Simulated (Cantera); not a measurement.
A Cantera script and its output.

```python
import numpy as np
import cantera as ct

gas = ct.Solution("gri30.yaml")
gas.TPX = 1625, 1000000, {'CO': 1, 'H2': 0.32, 'O2': 2, 'N2': 7.52}
reactor = ct.IdealGasConstPressureReactor(gas, energy="on", clone=False)
net = ct.ReactorNet([reactor])
net.rtol, net.atol = 1e-08, 1e-16
show = ['CO', 'H2', 'O2', 'CO2', 'NO2', 'H2O']
times = np.geomspace(3e-06, 0.6, 12)

steps = ct.SolutionArray(gas, extra=["t"])
rows = []
print(f"{'t/s':>10s}{'T/K':>9s}{'P/Pa':>11s}" + "".join(f"{s:>11s}" for s in show))
for t in times:
    while net.time < t:
        t_next = net.step()
        steps.append(gas.state, t=t_next)
    rows.append([np.interp(t, steps.t, y) for y in (steps.T, steps.P, *steps(*show).X.T)])
    print(f"{t:10.3e}{rows[-1][0]:9.1f}{rows[-1][1]:11.4g}" + "".join(f"{x:11.3e}" for x in rows[-1][2:]))
rate = np.gradient(steps.T, steps.t)
print("integrator steps:", len(steps.t))
if steps.T.max() > steps.T[0] + 200:
    print(f"time of steepest temperature rise: {steps.t[rate.argmax()]:.4e} s")
gas.TPX = 1625, 1000000, {'CO': 1, 'H2': 0.32, 'O2': 2, 'N2': 7.52}
gas.equilibrate("HP")
print(f"equilibrium (HP): T = {gas.T:.1f} K  " + "  ".join(f"{s} {gas[s].X[0]:.3e}" for s in show))
```

Output:

```
       t/s      T/K       P/Pa         CO         H2         O2        CO2        NO2        H2O
 3.000e-06   1811.0      1e+06  7.776e-02  1.284e-03  1.581e-01  1.568e-02  3.052e-08  2.484e-02
 9.100e-06   2190.6      1e+06  3.021e-02  8.454e-04  1.373e-01  6.568e-02  2.070e-07  2.547e-02
 2.760e-05   2427.3      1e+06  7.577e-03  2.979e-04  1.317e-01  8.996e-02  5.947e-07  2.822e-02
 8.373e-05   2478.8      1e+06  2.938e-03  1.441e-04  1.309e-01  9.497e-02  8.294e-07  2.927e-02
 2.540e-04   2479.6      1e+06  2.768e-03  1.390e-04  1.306e-01  9.515e-02  1.928e-06  2.931e-02
 7.703e-04   2476.9      1e+06  2.736e-03  1.376e-04  1.299e-01  9.519e-02  5.127e-06  2.933e-02
 2.337e-03   2470.0      1e+06  2.657e-03  1.342e-04  1.281e-01  9.528e-02  1.322e-05  2.938e-02
 7.088e-03   2458.4      1e+06  2.527e-03  1.285e-04  1.251e-01  9.542e-02  2.687e-05  2.947e-02
 2.150e-02   2451.6      1e+06  2.453e-03  1.252e-04  1.234e-01  9.551e-02  3.482e-05  2.952e-02
 6.521e-02   2451.2      1e+06  2.449e-03  1.250e-04  1.233e-01  9.551e-02  3.528e-05  2.952e-02
 1.978e-01   2451.2      1e+06  2.449e-03  1.250e-04  1.233e-01  9.551e-02  3.528e-05  2.952e-02
 6.000e-01   2451.2      1e+06  2.449e-03  1.250e-04  1.233e-01  9.551e-02  3.528e-05  2.952e-02
integrator steps: 1226
time of steepest temperature rise: 2.2893e-06 s
equilibrium (HP): T = 2451.2 K  CO 2.449e-03  H2 1.250e-04  O2 1.233e-01  CO2 9.551e-02  NO2 3.528e-05  H2O 2.952e-02
```

Cantera simulation using GRI-Mech 3.0 (53 species, 325 reactions); the numbers are that mechanism's predictions, not measurements. The hydrogen kinetics of GRI-Mech 3.0 are dated; newer H2 mechanisms differ, most at raised pressure.
